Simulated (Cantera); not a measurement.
Ta + N2 + N2O (tantalum, niobium, vanadium and zirconium in process gases)

A closed system holds: 1 mol Ta, 38 mol N2, 2.7 mol N2O, equilibrated at 0.100 bar.

Equilibrium computed with Cantera from the NASA thermochemical tables; the gas is ideal and each condensed phase is pure. Candidate condensed phases: Ta, Ta2O5; 12 gas species. Equilibrium is a limit: real reactors are often held back by kinetics, nucleation or transport.

```
T (K)   x N2     x O2      x NO       x O    x TaO2    x NO2  n Ta2O5(s)  n Ta2O5(l)
-----  -----  -------  --------  --------  --------  -------  ----------  ----------
1023   0.998  0.00245   4.87e-6  4.87e-11    <1e-12  7.67e-9       0.500           0
1123   0.998  0.00244   1.27e-5  6.88e-10    <1e-12  1.09e-8       0.500           0
1223   0.998  0.00244   2.82e-5   6.31e-9    <1e-12  1.46e-8       0.500           0
1323   0.998  0.00242   5.54e-5   4.14e-8    <1e-12  1.87e-8       0.500           0
1423   0.997  0.00240   9.90e-5   2.09e-7    <1e-12  2.30e-8       0.500           0
1523   0.997  0.00237  0.000163   8.49e-7    <1e-12  2.75e-8       0.500           0
1623   0.997  0.00232  0.000252   2.90e-6  1.10e-12  3.20e-8       0.500           0
1723   0.997  0.00226  0.000369   8.55e-6  3.27e-11  3.62e-8       0.500           0
1823   0.997  0.00218  0.000515   2.23e-5  6.63e-10  3.99e-8       0.500           0
1923   0.997  0.00208  0.000688   5.22e-5   9.78e-9  4.30e-8       0.500           0
2023   0.997  0.00195  0.000884  0.000111   1.10e-7  4.50e-8       0.500           0
2123   0.997  0.00179   0.00110  0.000218   8.81e-7  4.57e-8           0       0.500
```
x: gas mole fraction; n: condensed amount in mol.

From 1023 K to 2023 K the condensed part is Ta2O5(s). At 2123 K the condensed part is Ta2O5(l).
